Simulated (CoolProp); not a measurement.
Saturated liquid density (kg/m³) of propane: the reference equation beside estimates from Tc = 369.9 K, pc = 42.51 bar, ω = 0.152.

Computed with CoolProp (reference Helmholtz-energy equation of state, Lemmon 2009).

```csv
T (K),reference,van der Waals,Soave-Redlich-Kwong
206.6,608.3,386.0,576.7
222.8,590.3,375.1,559.6
239.1,571.5,363.4,540.6
255.3,551.8,350.9,519.7
271.5,530.8,337.2,496.5
287.7,508.2,322.3,470.4
303.9,483.2,305.7,440.7
320.1,454.7,286.8,406.3
336.3,420.8,264.3,364.9
352.5,375.5,235.3,311.5
```

Absolute difference from the reference over all 10 rows, mean and median: van der Waals 36.7 and 36.6 %, Soave-Redlich-Kwong 8.5 and 6.9 %.
